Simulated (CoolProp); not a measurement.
Normal hydrogen along the isotherm -197.25 °C: fugacity coefficient from the reference equation and from simpler models built on Tc = -240.0 °C, pc = 1.296 MPa, ω = -0.219; each cubic takes its own stable root.

Model: reference Helmholtz-energy equation of state, Leachman 2009, in CoolProp.

```json
[
 {"p (MPa)": "1.62", "phase": "supercritical", "reference": "0.9731", "van der Waals": "0.9702", "Redlich-Kwong": "0.9827", "Peng-Robinson": "0.9415"},
 {"p (MPa)": "3.24", "phase": "supercritical", "reference": "0.9500", "van der Waals": "0.9462", "Redlich-Kwong": "0.9709", "Peng-Robinson": "0.8936"},
 {"p (MPa)": "4.86", "phase": "supercritical", "reference": "0.9319", "van der Waals": "0.9290", "Redlich-Kwong": "0.9647", "Peng-Robinson": "0.8557"},
 {"p (MPa)": "6.48", "phase": "supercritical", "reference": "0.9191", "van der Waals": "0.9196", "Redlich-Kwong": "0.9637", "Peng-Robinson": "0.8269"},
 {"p (MPa)": "8.1", "phase": "supercritical", "reference": "0.9114", "van der Waals": "0.9179", "Redlich-Kwong": "0.9675", "Peng-Robinson": "0.8060"},
 {"p (MPa)": "9.72", "phase": "supercritical", "reference": "0.9087", "van der Waals": "0.9237", "Redlich-Kwong": "0.9758", "Peng-Robinson": "0.7918"},
 {"p (MPa)": "11.3", "phase": "supercritical", "reference": "0.9103", "van der Waals": "0.9358", "Redlich-Kwong": "0.9878", "Peng-Robinson": "0.7833"},
 {"p (MPa)": "13", "phase": "supercritical", "reference": "0.9165", "van der Waals": "0.9552", "Redlich-Kwong": "1.005", "Peng-Robinson": "0.7790"}
]
```
